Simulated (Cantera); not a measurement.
Feed: 1 mol SiCl₄, 0.15 mol O₃, 74 mol H₂, held at 0.000140 bar.

These are equilibrium values from Cantera (NASA tables, ideal gas, pure condensed phases), not measurements of a reactor. Candidate condensed phases: H₂O, Si, SiO₂; 30 gas species. Mutual solubility and eutectic melting of coexisting phases are not modelled. The tables hold silica as quartz up to 1696 K and as liquid above; real silica turns to tridymite and cristobalite and melts near 1996 K. Rates play no part.

Q: What share of the Si ends up in condensed phases as a function of T (°C), at 600, 675, 750, 825, 900, 975, 1050, 1125, 1200, 1275, 1350?

A: 
| T (°C) | Si condensed (%) | as |
|---|---|---|
| 600 | 28.1 | Si(s) + SiO₂(β-quartz) |
| 675 | 50.5 | Si(s) + SiO₂(β-quartz) |
| 750 | 64.7 | Si(s) + SiO₂(β-quartz) |
| 825 | 65.6 | Si(s) + SiO₂(β-quartz) |
| 900 | 51.9 | Si(s) + SiO₂(β-quartz) |
| 975 | 17.9 | Si(s) |
| 1050 | 15.8 | Si(s) |
| 1125 | 13.8 | Si(s) |
| 1200 | 11.7 | Si(s) |
| 1275 | 8.4 | Si(s) |
| 1350 | 0.0 | - |
